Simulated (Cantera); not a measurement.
Charge: 1 mol Fe(CO)5, 9.9 mol H2, 23 mol N2, at 652 °C and 1 atm.

Equilibrium computed with Cantera from the NASA thermochemical tables; the gas is ideal and each condensed phase is pure. Candidate condensed phases: C, C6H6, C7H8, C8H18, Fe, Fe(CO)5, FeO, Fe(OH)2, Fe(OH)3, Fe2O3, Fe3O4, H2O; 140 gas species. Condensed phases not in the tables: cementite and carbon dissolved in iron. Equilibrium is a limit: real reactors are often held back by kinetics, nucleation or transport.

Base state: N2 0.641, H2 0.226, CO 0.0770, H2O 0.0262, CO2 0.0181, CH4 0.0117, NH3 8.67e-5 (mole fractions); condensed: C(graphite) + Fe(α).

Problem. What changes in the equilibrium state with this change: H2 from 9.9 to 0.047 mol?

Solution. 
```
species            before     after
----------------  -------  --------
N2                  0.641     0.873
CO                 0.0770    0.0967
CO2                0.0181    0.0285
H2                  0.226   0.00156
H2O                0.0262  0.000227
CH4                0.0117   5.57e-7
NH3               8.67e-5   5.78e-8
C(graphite), mol     1.17      1.70
Fe(α), mol           1.00    0.0566
FeO(s), mol             0     0.943
```
The tables' stoichiometric FeO is somewhat more stable than real wüstite, so its field is too wide. FeO: taken at fixed stoichiometry.

Problem. What changes in the equilibrium state with this change: Fe(CO)5 replaced by HgO?

Solution. 
```
species            before     after
----------------  -------  --------
N2                  0.641     0.678
H2                  0.226     0.262
Hg                      0    0.0295
CO                 0.0770         0
CO2                0.0181         0
CH4                0.0117         0
H2O                0.0262    0.0295
NH3               8.67e-5  0.000112
C(graphite), mol     1.17         0
Fe(α), mol           1.00         0
```
Further candidate phases: Hg, HgO.
